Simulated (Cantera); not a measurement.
An adiabatic, constant-pressure homogeneous reactor starts with 15.4 % CH3OH, 17.7 % O2, 66.9 % N2, at 1248 K and 35000 Pa.

Detailed kinetics in Cantera: GRI-Mech 3.0 (53 species, 325 reactions). GRI-Mech 3.0 was tuned for natural gas; its chemistry of methanol as a main component is partial and can be far from experiment.

### Question
Predict: time of steepest temperature rise; temperature at 0.700 s; equilibrium temperature; x(O2) at 0.700 s; x(CO2) at 0.700 s; x(OH) at 0.700 s; x(HCN) at 0.700 s.

### Answer
```
Property                                                            Result
---------------------------------  ---------------------------------------
time of steepest temperature rise                                  11.1 ms
temperature at 0.700 s                                              2564 K
equilibrium temperature                                             2564 K
x(O2) at 0.700 s                   0.00551 (gas-phase equilibrium 0.00551)
x(CO2) at 0.700 s                    0.0613 (gas-phase equilibrium 0.0613)
x(OH) at 0.700 s                     0.0135 (gas-phase equilibrium 0.0135)
x(HCN) at 0.700 s                  1.46e-9 (gas-phase equilibrium 1.46e-9)
```
